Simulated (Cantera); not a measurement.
A jet of CH4 : O2 : N2 = 0.047 : 0.077 : 0.79 (molar parts), equivalence ratio 1.2 at 300 K and 21.0 Torr hits a platinum plate 8.2 cm away at a mass flux of 0.082 kg/m²/s; the plate temperature is set and raised in steps from an oxygen-covered start.

Model: Deutschmann's 1995 Pt surface mechanism with GRI-Mech 3.0 gas chemistry, integrated in Cantera. Catalytic surfaces can have several steady states; this one follows from the mechanism file's or the stated starting coverage.

x: mole fraction at the wall; θ: surface coverage.

```
plate T (K)  wall x CH4  wall x O2  wall x H2O  wall x OH  wall x CO  wall x CO2  θ free Pt    θ CO*  θ C*
-----------  ----------  ---------  ----------  ---------  ---------  ----------  ---------  -------  ----
900             0.00877    0.00456      0.0787      <1e-8     0.0215      0.0273      0.851    0.148   ___
950             0.00777    0.00417      0.0802      <1e-8     0.0248      0.0246      0.919   0.0799   ___
1000            0.00734    0.00406      0.0806      <1e-8     0.0262      0.0235      0.959   0.0404   ___
1050            0.00721    0.00409      0.0803    1.33e-8     0.0264      0.0234      0.979   0.0202   ___
1100            0.00724    0.00420      0.0796    3.38e-8     0.0259      0.0239      0.989   0.0103   ___
1150            0.00733    0.00435      0.0786    8.15e-8     0.0249      0.0250      0.994  0.00537   ___
1200            0.00746    0.00451      0.0773    1.86e-7     0.0235      0.0264      0.997  0.00289   ___
```

Problem. Some entries are withheld; supply them.

Solution. 
- 900, θ C*: 0.00100
- 950, θ C*: 0.000827
- 1000, θ C*: 0.000577
- 1050, θ C*: 0.000369
- 1100, θ C*: 0.000228
- 1150, θ C*: 0.000140
- 1200, θ C*: 8.51e-5
